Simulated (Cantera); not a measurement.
Feed: 1 mol n-butane, 0.27 mol O2, 5 mol N2, equilibrated at 0.195 Torr.

Equilibrium computed with Cantera from the NASA thermochemical tables; the gas is ideal and each condensed phase is pure. Candidate condensed phases: C, C6H6, C7H8, C8H18, H2O; 136 gas species. Kinetics and transport are ignored. All values below are at 1125 K.

Base state: N2 0.474, H2 0.474, CO 0.0512, HCN 1.46e-5 (mole fractions); condensed: C(graphite).

**Question.** What changes in the equilibrium state with this change: pressure from 0.195 Torr to 54800 Torr?

**Answer.** 
```json
[
 {"species": "N2", "before": "0.474", "after": "0.554"},
 {"species": "H2", "before": "0.474", "after": "0.253"},
 {"species": "CH4", "before": "1.69e-6", "after": "0.135"},
 {"species": "H2O", "before": "4.06e-7", "after": "0.0296"},
 {"species": "CO", "before": "0.0512", "after": "0.0250"},
 {"species": "NH3", "before": "1.62e-8", "after": "0.00192"},
 {"species": "CO2", "before": "3.99e-8", "after": "0.00266"},
 {"species": "C2H6", "before": "<1e-9", "after": "3.37e-5"},
 {"species": "HCN", "before": "1.46e-5", "after": "1.15e-5"},
 {"species": "C(graphite), mol", "before": "3.46", "after": "2.54"}
]
```
The ideal-gas law is rough above about 30 bar.

**Question.** What changes in the equilibrium state with this change: O2 from 0.27 to 0.059 mol?

**Answer.** 
| species | before | after |
|---|---|---|
| N2 | 0.474 | 0.494 |
| H2 | 0.474 | 0.494 |
| CO | 0.0512 | 0.0117 |
| HCN | 1.46e-5 | 1.52e-5 |
| C(graphite), mol | 3.46 | 3.88 |
